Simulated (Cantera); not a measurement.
Feed: 1 mol C6H6, 0.025 mol O2, 3.1 mol N2, at 927 °C and 63000 Torr.

These are equilibrium values from Cantera (NASA tables, ideal gas, pure condensed phases), not measurements of a reactor. Candidate condensed phases: C, C6H6, C7H8, C8H18, H2O; 136 gas species. The ideal-gas law is rough above about 30 bar. Rates play no part.

Base state: N2 0.567, H2 0.301, CH4 0.121, CO 0.00547, H2O 0.00359, NH3 0.00200, CO2 4.75e-5, C2H6 3.72e-5 (mole fractions); condensed: C(graphite).

Task: What changes in the equilibrium state with this change: pressure from 63000 Torr to 825 Torr?

Result: 
```json
[
 {"species": "N2", "before": "0.567", "after": "0.506"},
 {"species": "H2", "before": "0.301", "after": "0.482"},
 {"species": "CO", "before": "0.00547", "after": "0.00805"},
 {"species": "CH4", "before": "0.121", "after": "0.00403"},
 {"species": "C2H6", "before": "3.72e-5", "after": "2.60e-8"},
 {"species": "NH3", "before": "0.00200", "after": "5.00e-5"},
 {"species": "CO2", "before": "4.75e-5", "after": "1.35e-6"},
 {"species": "C(graphite), mol", "before": "5.31", "after": "5.93"}
]
```
